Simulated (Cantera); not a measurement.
An isothermal, constant-pressure homogeneous reactor starts with NO : N2 = 1 : 0.14 (molar parts), at 1573 K and 0.300 bar.

Detailed kinetics in Cantera: GRI-Mech 3.0 (53 species, 325 reactions).

Predict: x(NO) at 80.0 s; x(N2O) at 80.0 s; x(O) at 80.0 s; x(O2) at 80.0 s; x(NO2) at 80.0 s; x(N2) at 80.0 s.


```json
{
 "x(NO) at 80.0 s": "0.440 (gas-phase equilibrium 0.00210)",
 "x(N2O) at 80.0 s": "6.32e-5 (gas-phase equilibrium 5.84e-8)",
 "x(O) at 80.0 s": "9.10e-6 (gas-phase equilibrium 1.27e-5)",
 "x(O2) at 80.0 s": "0.218 (gas-phase equilibrium 0.438)",
 "x(NO2) at 80.0 s": "0.00106 (gas-phase equilibrium 7.18e-6)",
 "x(N2) at 80.0 s": "0.341 (gas-phase equilibrium 0.560)"
}
```
